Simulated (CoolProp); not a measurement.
R407C along the isotherm 257.1 K: density (kg/m³) from the reference equation and from simpler models built on Tc = 359.3 K, pc = 4.632 MPa, ω = 0.363; each cubic takes its own stable root.

Values from CoolProp's reference Helmholtz-energy equation of state, Lemmon 2003. It is a pseudo-pure fit of the blend.

| p (MPa) | phase | reference | Soave-Redlich-Kwong | Peng-Robinson |
|---|---|---|---|---|
| 0.022 | gas | 0.8926 | 0.8914 | 0.8916 |
| 0.0371 | gas | 1.512 | 1.508 | 1.509 |
| 0.0626 | gas | 2.569 | 2.559 | 2.561 |
| 0.106 | gas | 4.407 | 4.377 | 4.382 |
| 0.178 | gas | 7.569 | 7.475 | 7.490 |
| 0.508 | liquid | 1293 | 1155 | 1307 |
| 0.857 | liquid | 1294 | 1156 | 1309 |
| 1.45 | liquid | 1296 | 1159 | 1311 |
| 2.44 | liquid | 1300 | 1163 | 1315 |
| 4.12 | liquid | 1305 | 1169 | 1321 |
| 6.95 | liquid | 1314 | 1179 | 1331 |
